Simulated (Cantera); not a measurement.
## Equilibrium for calcination and drying: Ca(OH)2 + H2 + O2

A closed system holds: 1 mol Ca(OH)2, 0.045 mol H2, 0.56 mol O2, at 1675 K.

Equilibrium computed with Cantera from the NASA thermochemical tables; the gas is ideal and each condensed phase is pure. Candidate condensed phases: Ca, CaO, Ca(OH)2, H2O; 14 gas species. The numbers say what is thermodynamically allowed, not how fast it happens.

| P (Pa) | x H2O | x O2 | x OH | x O | x H2 | x H | x HO2 | x Ca(OH)2 | n CaO(s) |
|---|---|---|---|---|---|---|---|---|---|
| 10 | 0.651 | 0.336 | 0.00879 | 0.00198 | 0.00173 | 0.000483 | 2.16e-7 | 3.19e-6 | 1.000 |
| 68 | 0.655 | 0.338 | 0.00547 | 0.000761 | 0.000667 | 0.000115 | 3.52e-7 | 3.21e-6 | 1.000 |
| 460 | 0.658 | 0.338 | 0.00340 | 0.000293 | 0.000257 | 2.74e-5 | 5.69e-7 | 3.22e-6 | 1.000 |
| 3200 | 0.659 | 0.339 | 0.00209 | 0.000111 | 9.75e-5 | 6.41e-6 | 9.27e-7 | 3.22e-6 | 1.000 |
| 22000 | 0.659 | 0.339 | 0.00129 | 4.24e-5 | 3.72e-5 | 1.51e-6 | 1.50e-6 | 3.23e-6 | 1.000 |
| 150000 | 0.660 | 0.339 | 0.000801 | 1.62e-5 | 1.43e-5 | 3.58e-7 | 2.43e-6 | 3.23e-6 | 1.000 |
| 1000000 | 0.660 | 0.339 | 0.000499 | 6.29e-6 | 5.52e-6 | 8.63e-8 | 3.90e-6 | 3.23e-6 | 1.000 |
x: gas mole fraction; n: condensed amount in mol.

From 0.000100 bar to 10.0 bar the condensed part is CaO(s). The main Ca-bearing gas is Ca(OH)2 throughout.
